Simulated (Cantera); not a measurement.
# Thermodynamics of silicon etching in halogen gases, feed Si + HBr + Br2

A closed system holds: 1 mol Si, 10 mol HBr, a varied amount of Br2, at 825 K and 10.0 mbar.

Equilibrium computed with Cantera from the NASA thermochemical tables; the gas is ideal and each condensed phase is pure. Candidate condensed phases: Br2, Si; 19 gas species. Equilibrium is a limit: real reactors are often held back by kinetics, nucleation or transport.

```csv
n(Br2) (mol),x HBr,x Br2,x H2,x SiBr4
0.77,0.772,1.37e-7,0.126,0.102
0.99,0.799,1.82e-7,0.101,0.100
1.3,0.835,2.96e-7,0.0680,0.0971
1.6,0.868,5.77e-7,0.0377,0.0943
2.1,0.901,0.00879,2.67e-6,0.0901
2.7,0.854,0.0592,3.56e-7,0.0854
3.5,0.799,0.119,1.55e-7,0.0799
4.5,0.740,0.184,8.60e-8,0.0740
```
x: gas mole fraction; nothing condenses.

From 0.77 mol Br2 to 4.5 mol Br2 nothing is condensed. The main Si-bearing gas is SiBr4 throughout.
